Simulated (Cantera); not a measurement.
A jet of H2 : O2 : N2 = 0.039 : 0.13 : 0.79 (molar parts), equivalence ratio 0.15 at 300 K and 0.260 bar hits a platinum plate 2.8 cm away at a mass flux of 0.024 kg/m²/s; the plate temperature is set and raised in steps from an oxygen-covered start.

Detailed kinetics in Cantera: Deutschmann's 1995 Pt surface mechanism with GRI-Mech 3.0 gas chemistry. Catalytic surfaces can have several steady states; this one follows from the mechanism file's or the stated starting coverage.

x: mole fraction at the wall; θ: surface coverage.

```
plate T (K)   wall x H2  wall x O2  wall x H2O   wall x OH   θ free Pt   θ O*    θ OH*
-----------  ----------  ---------  ----------  ----------  ----------  -----  -------
700             0.00191     0.0953      0.0728       <1e-8      0.0398  0.955  0.00526
750             0.00161     0.0952      0.0729       <1e-8      0.0494  0.946  0.00425
800          (withheld)     0.0948      0.0734       <1e-8  (withheld)  0.924  0.00383
850          (withheld)     0.0946      0.0737  (withheld)  (withheld)  0.887  0.00359
900            0.000579     0.0945      0.0738     3.95e-8       0.158  0.838  0.00335
```

Complete the blanks.


- 800, wall x H2: 0.00115
- 800, θ free Pt: 0.0723
- 850, wall x H2: 0.000796
- 850, wall x OH: 1.30e-8
- 850, θ free Pt: 0.110
